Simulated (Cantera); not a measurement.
A closed system holds: 1 mol Ti, 0.18 mol C3H8, 260 mol H2, equilibrated at 47.0 Pa.

Equilibrium computed with Cantera from the NASA thermochemical tables; the gas is ideal and each condensed phase is pure. Candidate condensed phases: C, C6H6, C7H8, C8H18, Ti, TiC; 77 gas species. Mutual solubility and eutectic melting of coexisting phases are not modelled. TiC: taken at fixed stoichiometry. Condensed phases not in the tables: N, O or C dissolved in the metal. The numbers say what is thermodynamically allowed, not how fast it happens.

x: gas mole fraction; n: condensed amount in mol.

```
T (K)   x H2       x H      x Ti  n Ti(α)  n TiC(s)  n Ti(β)
-----  -----  --------  --------  -------  --------  -------
1098   1.000   1.14e-6  2.92e-12    0.460     0.540        0
1148   1.000       [?]       [?]    0.460     0.540        0
1198   1.000   8.77e-6  2.05e-10        0     0.540    0.460
1248   1.000   2.15e-5   1.32e-9        0     0.540    0.460
1298   1.000   4.94e-5   7.31e-9        0     0.540    0.460
1348   1.000  0.000107   3.57e-8        0     0.540    0.460
1398   1.000  0.000218   1.55e-7        0     0.540    0.460
1448   1.000       [?]       [?]        0     0.540    0.460
1498   0.999  0.000792   2.18e-6        0     0.540    0.459
1548   0.999   0.00142   7.18e-6        0     0.540    0.458
1598   0.998   0.00245   2.19e-5        0     0.540    0.454
```

**Question.** Fill in the missing entries.

**Answer.** 
- 1448, x H: 0.000425
- 1448, x Ti: 6.10e-7
- 1148, x H: 3.30e-6
- 1148, x Ti: 2.71e-11
